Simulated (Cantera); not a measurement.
A freely propagating, adiabatic, planar premixed flame of H2 : O2 : N2 = 1 : 0.25 : 0.94 (molar parts), equivalence ratio 2.0, unburnt at 450 K and 435 Torr; mixture-averaged transport, grid criteria slope 0.08 and curve 0.16, no radiation.

Computed with Cantera and the H2/O2 subset of GRI-Mech 3.0, which has no nitrogen chemistry. Burning velocities carry a grid error of a few per cent, more on coarse grids.

Q: What does this change do: N2 0.94 to 0.75 parts?

A: 
```csv
quantity,before,after
laminar burning velocity,534 cm/s,623 cm/s
thermal thickness,0.823 mm,0.801 mm
peak x(O),0.00393,0.00482
peak x(HO2),0.000252,0.000278
peak x(OH),0.00419,0.00589
```

Q: What does this change do: N2 0.94 to 0.72 parts?

A: 
| quantity | before | after |
|---|---|---|
| laminar burning velocity | 534 cm/s | 640 cm/s |
| thermal thickness | 0.823 mm | 0.800 mm |
| peak x(O) | 0.00393 | 0.00501 |
| peak x(HO2) | 0.000252 | 0.000282 |
| peak x(OH) | 0.00419 | 0.00625 |

Q: What does this change do: inlet temperature 450 to 300 K?

A: 
| quantity | before | after |
|---|---|---|
| laminar burning velocity | 534 cm/s | 292 cm/s |
| thermal thickness | 0.823 mm | 0.669 mm |
| peak x(O) | 0.00393 | 0.00315 |
| peak x(HO2) | 0.000252 | 0.000344 |
| peak x(OH) | 0.00419 | 0.00310 |
